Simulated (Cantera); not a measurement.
Input (Python, Cantera) and output of one run.

```python
import numpy as np
import cantera as ct

gas_names = """
    Br Br2 H HBr H2 Si SiBr SiBr2 SiBr3 SiBr4 SiH SiHBr3 SiH2 SiH2Br2 SiH3 SiH3Br SiH4 Si2 Si3
""".split()
cond_names = """
    Br2(cr) Br2(L) Si(cr) Si(L)
""".split()


# ... load() reads the species with a 1 bar reference pressure and builds the phases ...
atoms = {
    'Si': {'Si': 1},
    'HBr': {'H': 1, 'Br': 1},
    'H2': {'H': 2},
}
top_T = {}  # K; cautious upper limits of use, not melting points


# ... equilibrate(T, P, feed) seeds the gas with the atoms and calls Mixture.equilibrate('TP', solver="vcs", rtol=1e-11, max_steps=5000) ...
results = []
feed = {'Si': 1, 'HBr': 1.4, 'H2': 0.55}  # mol
P = 133.322  # Pa
for T in [723, 748, 773, 798, 823, 848, 873, 898, 923, 948, 973, 998, 1023]:
    mix = equilibrate(T, P, feed)
    results.append((T, P, feed, dict(zip(mix.species_names, mix.species_moles))))
    x = sorted(zip(gas.X, gas.species_names), reverse=True)
    print(f"T = {T:g} K  P = {P:g} Pa  gas = {mix.phase_moles(0):.4g} mol")
    print("   x: " + "  ".join(f"{s} {v:.3e}" for v, s in x if v > 0.001))
    print("   condensed (mol): " + ("  ".join(f"{mix.phase(i).name} {mix.phase_moles(i):.4g}"
          for i in range(1, mix.n_phases) if mix.phase_moles(i) > 1e-12) or "none"))
```

Result:

```
T = 723 K  P = 133.322 Pa  gas = 1.601 mol
   x: H2 7.755e-01  SiBr4 2.139e-01  HBr 6.374e-03  SiHBr3 4.163e-03
   condensed (mol): Si(cr) 0.6508
T = 748 K  P = 133.322 Pa  gas = 1.602 mol
   x: H2 7.735e-01  SiBr4 2.129e-01  HBr 9.141e-03  SiHBr3 4.277e-03
   condensed (mol): Si(cr) 0.6519
T = 773 K  P = 133.322 Pa  gas = 1.603 mol
   x: H2 7.709e-01  SiBr4 2.116e-01  HBr 1.279e-02  SiHBr3 4.377e-03
   condensed (mol): Si(cr) 0.6532
T = 798 K  P = 133.322 Pa  gas = 1.605 mol
   x: H2 7.676e-01  SiBr4 2.100e-01  HBr 1.749e-02  SiHBr3 4.462e-03
   condensed (mol): Si(cr) 0.6549
T = 823 K  P = 133.322 Pa  gas = 1.608 mol
   x: H2 7.633e-01  SiBr4 2.080e-01  HBr 2.343e-02  SiHBr3 4.529e-03
   condensed (mol): Si(cr) 0.6571
T = 848 K  P = 133.322 Pa  gas = 1.611 mol
   x: H2 7.580e-01  SiBr4 2.053e-01  HBr 3.078e-02  SiHBr3 4.576e-03
   condensed (mol): Si(cr) 0.6597
T = 873 K  P = 133.322 Pa  gas = 1.616 mol
   x: H2 7.515e-01  SiBr4 2.020e-01  HBr 3.971e-02  SiHBr3 4.600e-03  SiBr2 1.554e-03
   condensed (mol): Si(cr) 0.6626
T = 898 K  P = 133.322 Pa  gas = 1.621 mol
   x: H2 7.435e-01  SiBr4 1.977e-01  HBr 5.035e-02  SiHBr3 4.597e-03  SiBr2 2.745e-03
   condensed (mol): Si(cr) 0.6659
T = 923 K  P = 133.322 Pa  gas = 1.628 mol
   x: H2 7.340e-01  SiBr4 1.924e-01  HBr 6.282e-02  SiBr2 4.680e-03  SiHBr3 4.563e-03  SiBr3 1.388e-03
   condensed (mol): Si(cr) 0.6693
T = 948 K  P = 133.322 Pa  gas = 1.637 mol
   x: H2 7.228e-01  SiBr4 1.858e-01  HBr 7.714e-02  SiBr2 7.717e-03  SiHBr3 4.491e-03  SiBr3 1.955e-03
   condensed (mol): Si(cr) 0.6726
T = 973 K  P = 133.322 Pa  gas = 1.648 mol
   x: H2 7.097e-01  SiBr4 1.776e-01  HBr 9.325e-02  SiBr2 1.232e-02  SiHBr3 4.375e-03  SiBr3 2.680e-03
   condensed (mol): Si(cr) 0.6753
T = 998 K  P = 133.322 Pa  gas = 1.662 mol
   x: H2 6.946e-01  SiBr4 1.675e-01  HBr 1.110e-01  SiBr2 1.905e-02  SiHBr3 4.210e-03  SiBr3 3.574e-03
   condensed (mol): Si(cr) 0.677
T = 1023 K  P = 133.322 Pa  gas = 1.679 mol
   x: H2 6.776e-01  SiBr4 1.552e-01  HBr 1.300e-01  SiBr2 2.852e-02  SiBr3 4.626e-03  SiHBr3 3.988e-03
   condensed (mol): Si(cr) 0.677
```

Equilibrium computed with Cantera from the NASA thermochemical tables; the gas is ideal and each condensed phase is pure. The tables' values for SiBr3 are old estimates; treat these amounts as uncertain.
